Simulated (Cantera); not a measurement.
Carbothermic reduction: MgO + CH4 + H2

Feed: 1 mol MgO, 1.4 mol CH4, 14 mol H2, at 1.00 Torr.

Equilibrium computed with Cantera from the NASA thermochemical tables; the gas is ideal and each condensed phase is pure. Candidate condensed phases: C, C6H6, C7H8, C8H18, H2O, Mg, MgCO3, MgO, Mg(OH)2; 116 gas species. The tables' values for MgH are old estimates; treat these amounts as uncertain. Equilibrium is a limit: real reactors are often held back by kinetics, nucleation or transport.

```tsv
T (K)	x H2	x H	x CO	x Mg	n C(graphite)
1673	0.891	0.00294	0.0531	0.0531	0.398
1748	0.888	0.00590	0.0530	0.0530	0.396
1823	0.883	0.0111	0.0529	0.0529	0.393
1898	0.874	0.0200	0.0527	0.0526	0.387
1973	0.861	0.0343	0.0523	0.0523	0.379
2048	0.840	0.0562	0.0517	0.0517	0.366
2123	0.809	0.0884	0.0508	0.0508	0.347
2198	0.765	0.133	0.0496	0.0496	0.321
2273	0.708	0.194	0.0480	0.0480	0.287
2348	0.635	0.269	0.0460	0.0460	0.243
2423	0.549	0.360	0.0436	0.0436	0.187
2498	0.453	0.459	0.0409	0.0409	0.112
2573	0.356	0.561	0.0382	0.0382	0
```
x: gas mole fraction; n: condensed amount in mol.

From 1673 K to 2498 K the condensed part is C(graphite). At 2573 K nothing is condensed. The main Mg-bearing gas is Mg throughout.
